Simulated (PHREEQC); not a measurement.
Consider water at 25 °C with 0.0011 mol KHCO3, 0.044 mol KOH and 0.00023 mol LiCl per kg of water. Closed to the air; pH follows from the charge balance.

Model: ion-association model, wateq4f.dat, run in PHREEQC.

```
Quantity                   Value
----------------  --------------
pH                         12.54
ionic strength    0.0464 mol/kgw
total alkalinity     45.1 meq/kg
```

```
species  molality  activity   log γ
-------  --------  --------  ------
K+         0.0451    0.0369  -0.087
OH-        0.0429    0.0350  -0.088
CO3-2     0.00110  0.000527  -0.318
Cl-      0.000230  0.000188  -0.087
Li+      0.000230  0.000193  -0.077
HCO3-     3.85e-6   3.21e-6  -0.080
```

No solid was allowed to form. Species that the database lacks are ignored.
